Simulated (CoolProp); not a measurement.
Vapour pressure (MPa) of n-undecane: the reference equation beside estimates from Tc = 365.7 °C, pc = 1.990 MPa, ω = 0.539. Clausius-Clapeyron is anchored at 52.25 °C with a constant enthalpy of vaporisation of 54.01 kJ/mol.

Model: reference Helmholtz-energy equation of state, Aleksandrov 2011, in CoolProp. It is a short technical equation, of lower accuracy than the large ones.

| T (°C) | reference | Lee-Kesler | Clausius-Clapeyron | van der Waals | Redlich-Kwong | Soave-Redlich-Kwong | Peng-Robinson |
|---|---|---|---|---|---|---|---|
| 52.25 | 0.0003735 | 0.0003502 | 0.0003735 | 0.06267 | 0.005797 | 0.0003522 | 0.0004055 |
| 56.05 | 0.0004701 | 0.0004412 | 0.0004703 | 0.06768 | 0.006769 | 0.0004437 | 0.0005073 |
| 59.95 | 0.0005913 | 0.0005555 | 0.0005925 | 0.07312 | 0.007899 | 0.0005587 | 0.0006343 |
| 63.75 | 0.0007346 | 0.0006911 | 0.0007383 | 0.07870 | 0.009142 | 0.0006949 | 0.0007839 |
| 67.65 | 0.0009122 | 0.0008594 | 0.0009206 | 0.08473 | 0.01057 | 0.0008640 | 0.0009685 |
| 71.45 | 0.001120 | 0.001057 | 0.001136 | 0.09092 | 0.01214 | 0.001062 | 0.001183 |
| 75.35 | 0.001374 | 0.001299 | 0.001403 | 0.09760 | 0.01393 | 0.001305 | 0.001446 |
| 79.15 | 0.001668 | 0.001580 | 0.001715 | 0.1044 | 0.01587 | 0.001587 | 0.001748 |
| 83.05 | 0.002024 | 0.001921 | 0.002099 | 0.1118 | 0.01807 | 0.001929 | 0.002114 |

Absolute difference from the reference over all 9 rows, mean and median: Lee-Kesler 5.7 and 5.8 %, Clausius-Clapeyron 1.3 and 0.9 %, van der Waals 9960.9 and 9188.5 %, Redlich-Kwong 1085.9 and 1058.7 %, Soave-Redlich-Kwong 5.3 and 5.3 %, Peng-Robinson 6.3 and 6.2 %.
